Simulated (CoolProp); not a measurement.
Octamethylcyclotetrasiloxane (D4) at several states: fugacity coefficient from the reference equation and from simpler models built on Tc = 313.4 °C, pc = 1347 kPa, ω = 0.598; each cubic takes its own stable root.

The numbers come from the reference Helmholtz-energy equation of state, Thol 2015 in CoolProp.

| T (°C) | p (kPa) | phase | reference | Redlich-Kwong | Soave-Redlich-Kwong | Peng-Robinson |
|---|---|---|---|---|---|---|
| 338.45 | 57.2 | gas | 0.9873 | 0.9872 | 0.9878 | 0.9863 |
| 126.65 | 1030 | liquid | 0.02509 | 0.09564 | 0.02548 | 0.02582 |
| 23.95 | 4570 | liquid | 4.827e-5 | 0.001567 | 5.997e-5 | 6.636e-5 |
| 39.25 | 74.7 | liquid | 0.004925 | 0.09391 | 0.005424 | 0.006222 |
| 88.05 | 592 | liquid | 0.009356 | 0.06341 | 0.009616 | 0.01016 |
| 237.35 | 48.1 | gas | 0.9789 | 0.9820 | 0.9796 | 0.9781 |
